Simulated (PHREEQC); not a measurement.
PHREEQC input (ion-association model, wateq4f.dat):

```
SOLUTION_MASTER_SPECIES
  An  An-  0  An  62.0  # stands for a non-complexing anion
SOLUTION_SPECIES
  An- = An-
    -log_k 0
    -gamma 3.0 0
PHASES
  Fix_H+
    H+ = H+
    -log_k 0
SOLUTION 1
  temp 25
  units mmol/kgw
  pH 7 charge
  Na 5
  An 5
END
SELECTED_OUTPUT 1
  -reset false
  -pH true
  -pe true
  -ionic_strength true
  -water true
  -totals Na
  -molalities Hfo_wOH Hfo_wOH2+ Hfo_wO- Hfo_sOH Hfo_sOH2+ Hfo_sO-
USER_PUNCH 1
  -headings sigma psi
  10 PUNCH EDL("sigma", "Hfo"), EDL("psi", "Hfo")
PRINT
  -reset false
USE solution 1
SURFACE 1
  Hfo_wOH 0.0018427 600 0.82
  Hfo_sOH 4.60674e-05
EQUILIBRIUM_PHASES 1
  Fix_H+ -3 HAn 10
    -force_equality true
  O2(g) -0.68 10
END
# ... the last block is repeated for the other 16 points of pH, with NaOH or the acid as the point needs
```

Selected output (columns that matter, 17 of 17 rows; pH added in front):

```
pH	mu	Na	m_Hfo_wOH	m_Hfo_wOH2+	m_Hfo_wO-	m_Hfo_sOH	m_Hfo_sOH2+	m_Hfo_sO-	sigma	psi
3	0.0068638	0.005	0.00031285	0.0015284	1.4671e-06	7.8213e-06	3.8209e-05	3.6677e-08	0.30695	0.21303
3.38	0.0061182	0.005	0.00052759	0.0013102	4.8668e-06	1.319e-05	3.2756e-05	1.2167e-07	0.26242	0.20793
3.75	0.0057427	0.005	0.0007434	0.0010877	1.164e-05	1.8585e-05	2.7192e-05	2.91e-07	0.21631	0.19964
4.12	0.0055219	0.005	0.00093775	0.00088211	2.2838e-05	2.3444e-05	2.2053e-05	5.7094e-07	0.17274	0.1891
4.5	0.0053741	0.005	0.0011001	0.00070315	3.9431e-05	2.7503e-05	1.7579e-05	9.8577e-07	0.13343	0.17654
4.88	0.0052705	0.005	0.0012208	0.00056099	6.0864e-05	3.0521e-05	1.4025e-05	1.5216e-06	0.10054	0.16254
5.25	0.0051961	0.005	0.0013016	0.00045602	8.5105e-05	3.2539e-05	1.14e-05	2.1276e-06	0.074565	0.14762
5.62	0.0051402	0.005	0.0013529	0.00037921	0.00011058	3.3823e-05	9.4802e-06	2.7644e-06	0.054003	0.13147
6	0.0050974	0.005	0.0013836	0.00032352	0.00013556	3.459e-05	8.088e-06	3.389e-06	0.037786	0.11365
6.38	0.005066	0.005	0.0014	0.00028528	0.0001574	3.5e-05	7.132e-06	3.9349e-06	0.025708	0.094701
6.75	0.0050438	0.005	0.0014081	0.00025984	0.0001748	3.5201e-05	6.4961e-06	4.3699e-06	0.017097	0.075359
7.12	0.0050276	0.005	0.0014119	0.00024224	0.00018853	3.5298e-05	6.0559e-06	4.7133e-06	0.010796	0.055345
7.5	0.0050152	0.005	0.0014137	0.00022933	0.00019965	3.5343e-05	5.7333e-06	4.9911e-06	0.0059683	0.034304
7.88	0.0050054	0.005	0.0014144	0.00021941	0.00020888	3.536e-05	5.4853e-06	5.2219e-06	0.0021181	0.012974
8.25	0.0050052	0.0050084	0.0014145	0.00021093	0.0002173	3.5362e-05	5.2732e-06	5.4325e-06	-0.0012811	-0.0078995
8.62	0.005017	0.0050294	0.001414	0.0002022	0.00022652	3.5349e-05	5.055e-06	5.663e-06	-0.0048887	-0.028711
9	0.0050348	0.0050587	0.0014126	0.00019169	0.00023846	3.5314e-05	4.7922e-06	5.9615e-06	-0.0094028	-0.049844
```

Species that the database lacks are ignored. The oxide is taken as insoluble; below pH 4 it would dissolve.
